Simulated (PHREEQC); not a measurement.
**Acid rinse or clean: an equilibrium model**

Make-up at 25 °C: 0.047 mol/kgw HCl and 0.0012 mol/kgw CaCl2. Closed to the air; pH follows from the charge balance.

The numbers come from PHREEQC with the ion-association model, phreeqc.dat.

No solid was allowed to form.

Problem. What pH does the model give?

Solution. pH 1.40.
